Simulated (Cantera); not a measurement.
A perfectly stirred reactor is fed with H2 : O2 : N2 = 5.3 : 1 : 0.81 (molar parts), equivalence ratio 2.6, at 13300 Pa; it is held at 975 K, and followed from long to short residence time.

Cantera simulation using the H2/O2 subset of GRI-Mech 3.0, which has no nitrogen chemistry; the numbers are that mechanism's predictions, not measurements. Radical loss at walls, strong at low pressure, is not modelled. The temperature is held fixed by assumption; the heat of reaction is taken as removed at once.

Predict: x(H2) at τ = 0.320 s; x(O2) at τ = 0.320 s; x(OH) at τ = 0.320 s; x(HO2) at τ = 0.320 s; x(O) at τ = 0.320 s; x(H2) at τ = 6.30 ms; x(O2) at τ = 6.30 ms; x(OH) at τ = 6.30 ms; x(HO2) at τ = 6.30 ms; x(O) at τ = 6.30 ms.


```
Quantity                 Value
---------------------  -------
x(H2) at τ = 0.320 s     0.539
x(O2) at τ = 0.320 s   0.00111
x(OH) at τ = 0.320 s   5.38e-6
x(HO2) at τ = 0.320 s  4.99e-7
x(O) at τ = 0.320 s    1.95e-6
x(H2) at τ = 6.30 ms     0.532
x(O2) at τ = 6.30 ms   0.00843
x(OH) at τ = 6.30 ms   7.24e-5
x(HO2) at τ = 6.30 ms  3.60e-6
x(O) at τ = 6.30 ms    9.69e-5
```
